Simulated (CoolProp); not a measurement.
Values from CoolProp's reference Helmholtz-energy equation of state, Smukala 2000.

Problem. For ethylene, give the phase and the cp (kJ/(kg K)) at 255.7 K and 0.175 MPa; 296.3 K and 0.172 MPa; 218.6 K and 15.7 MPa.

Solution. 
- 255.7 K and 0.175 MPa: gas; cp 1.42
- 296.3 K and 0.172 MPa: gas; cp 1.54
- 218.6 K and 15.7 MPa: liquid; cp 2.43
